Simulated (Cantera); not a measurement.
Standard-state values (1 bar) from the NASA 1993 polynomials, evaluated with Cantera. Values are per mole of reaction as written; species without (g) are pure solids or liquids, kept so even where they would boil at 1 bar.

Between 1000 and 1125 K, where is each reaction favourable under standard conditions?
- 2 CaO + C = CO₂(g) + 2 Ca


- 2 CaO + C = CO₂(g) + 2 Ca: ΔG° is 664 kJ at 1000 K and 638 kJ at 1125 K; it stays positive (K < 1). ΔH° is 888 kJ and ΔS° 222 J/K at 1125 K.
